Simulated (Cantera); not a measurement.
Input: 1 mol CaCO3, 0.35 mol O2, 1.2 mol CO2, held at 327 °C and 1 atm.

Method: chemical equilibrium by Gibbs-energy minimisation in Cantera with the NASA 1993 tables (ideal gas, pure condensed phases). Candidate condensed phases: C, Ca, CaCO3, CaO; 15 gas species. Rates play no part.

Base state: CO2 0.774, O2 0.226 (mole fractions); condensed: CaCO3(calcite).

### Question
What changes in the equilibrium state with this change: temperature from 327 °C to 1302 °C?

### Answer
```csv
species,before,after
CO2,0.774,0.863
O2,0.226,0.137
CO,<1e-9,3.30e-5
"CaCO3(calcite), mol",1.00,0
"CaO(s), mol",0,1.00
```

### Question
What changes in the equilibrium state with this change: temperature from 327 °C to 1325 °C?

### Answer
| species | before | after |
|---|---|---|
| CO2 | 0.774 | 0.863 |
| O2 | 0.226 | 0.137 |
| CO | <1e-9 | 4.50e-5 |
| CaCO3(calcite), mol | 1.00 | 0 |
| CaO(s), mol | 0 | 1.00 |
